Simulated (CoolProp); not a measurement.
Carbon dioxide along the isotherm 306.9 K: fugacity coefficient from the reference equation and from simpler models built on Tc = 304.1 K, pc = 7.377 MPa, ω = 0.224; each cubic takes its own stable root.

Model: reference Helmholtz-energy equation of state, Span 1996, in CoolProp.

```csv
p (MPa),phase,reference
0.233,gas,0.9895
0.352,gas,0.9842
0.531,gas,0.9762
0.801,gas,0.9641
1.21,gas,0.9459
1.82,gas,0.9190
2.75,gas,0.8783
4.15,gas,0.8175
6.26,gas,0.7254
9.44,supercritical,0.5635
14.2,supercritical,0.4168
21.5,supercritical,0.3192
32.4,supercritical,0.2600
48.9,supercritical,0.2305
73.8,supercritical,0.2310
```

Q: How far does each simpler model (Redlich-Kwong, Soave-Redlich-Kwong, Peng-Robinson) lie from the reference over these 15 states: mean and median of the absolute difference, and the worst?

A: 
- Redlich-Kwong: mean 2.5 %, median 0.1 %, worst +11.4 % at 306.9 K and 73.8 MPa
- Soave-Redlich-Kwong: mean 2.8 %, median 0.2 %, worst +12.3 % at 306.9 K and 73.8 MPa
- Peng-Robinson: mean 1.5 %, median 1.4 %, worst -5.0 % at 306.9 K and 73.8 MPa
